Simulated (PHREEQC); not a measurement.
Dissolve 0.0015 mol ZnCl2, 0.00073 mol NaCl and 0.00035 mol MnSO4 per kg of water at 25 °C. Closed to the air; pH follows from the charge balance.

All values are PHREEQC results (ion-association model, phreeqc.dat), not measurements.

Precipitation was switched off in this run.

Task: Estimate the pH, specific conductance.

Result: pH 5.95; specific conductance 512 µS/cm.

Task: In which forms is Mn present?

Result: Mn+2 96 %, MnSO4 2.6 %, MnCl+ 1.1 % of the Mn.
